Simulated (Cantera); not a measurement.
Input: 1 mol PH3, 0.052 mol H2, equilibrated at 1877 °C and 5.40 bar.

Method: chemical equilibrium by Gibbs-energy minimisation in Cantera with the NASA 1993 tables (ideal gas, pure condensed phases). Candidate condensed phases: P; 7 gas species. Kinetics and transport are ignored.

Base state: H2 0.756, P2 0.240, P4 0.00186, H 0.00158, PH 0.000508, P 0.000248, PH3 0.000220 (mole fractions); condensed: gas only.

### Question
What changes in the equilibrium state with this change: temperature from 1877 °C to 1777 °C?

### Answer
```json
[
 {"species": "H2", "before": "0.756", "after": "0.758"},
 {"species": "P2", "before": "0.240", "after": "0.237"},
 {"species": "P4", "before": "0.00186", "after": "0.00328"},
 {"species": "P", "before": "0.000248", "after": "0.000125"},
 {"species": "H", "before": "0.00158", "after": "0.000850"},
 {"species": "PH", "before": "0.000508", "after": "0.000324"}
]
```
